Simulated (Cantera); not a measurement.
# N2O furnace oxynitridation

An isothermal, constant-pressure homogeneous reactor starts with N₂O = 1 (molar parts), at 1300 K and 1.50 bar.

Cantera simulation using GRI-Mech 3.0 (53 species, 325 reactions); the numbers are that mechanism's predictions, not measurements. GRI-Mech 3.0 was tuned for natural gas; its chemistry of N2O as a main component is partial and can be far from experiment. The mechanism lacks the step 2 NO + O2 → 2 NO2, which can matter for NO2 below about 1400 K. The temperature is held fixed by assumption; the heat of reaction is taken as removed at once.

```
t (s)       x N₂O     x NO₂      x O₂      x N₂      x NO      x O
--------  -------  --------  --------  --------  --------  -------
5.00e-5     1.000   4.68e-9   9.80e-5  0.000220   3.42e-5  7.03e-6
0.000145    0.999   4.18e-8  0.000295  0.000648  0.000103  7.03e-6
0.000419    0.997   3.46e-7  0.000864   0.00189  0.000301  7.03e-6
0.00121     0.991   2.62e-6   0.00250   0.00545  0.000870  7.01e-6
0.00352     0.975   1.64e-5   0.00716    0.0156   0.00248  6.97e-6
0.0102      0.929   7.33e-5    0.0200    0.0436   0.00687  6.82e-6
0.0295      0.815  0.000226    0.0526     0.114    0.0177  6.40e-6
0.0853      0.582  0.000519     0.120     0.259    0.0384  5.38e-6
0.247       0.271  0.000845     0.212     0.456    0.0610  3.43e-6
0.716      0.0562  0.000972     0.279     0.595    0.0688  1.09e-6
2.07      0.00167   0.00105     0.298     0.631    0.0682  1.13e-7
6.00      1.45e-6   0.00107     0.298     0.632    0.0681  7.95e-8
```
x: mole fraction; the columns are a selection and need not sum to one.

Equilibrium at this temperature and pressure: N₂O 3.44e-8, NO₂ 7.69e-6, O₂ 0.333, N₂ 0.666, NO 0.000461, O 8.39e-8 (gas phase only).
